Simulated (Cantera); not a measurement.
Feed: 1 mol Hg, 0.2 mol O2, 1.1 mol H2, equilibrated at 875 K and 0.100 bar.

Cantera equilibrium calculation (NASA polynomials, part measured and part estimated; ideal gas, pure solids and liquids). Candidate condensed phases: H2O, Hg, HgO; 10 gas species. The numbers say what is thermodynamically allowed, not how fast it happens.

Question: What is the equilibrium state?

Answer: 
```json
{
 "x(Hg)": "0.476",
 "x(H2)": "0.333",
 "x(H2O)": "0.190",
 "gas_amount": "2.100 mol",
 "log10 activity of Hg(l) (absent)": "-2.68"
}
```
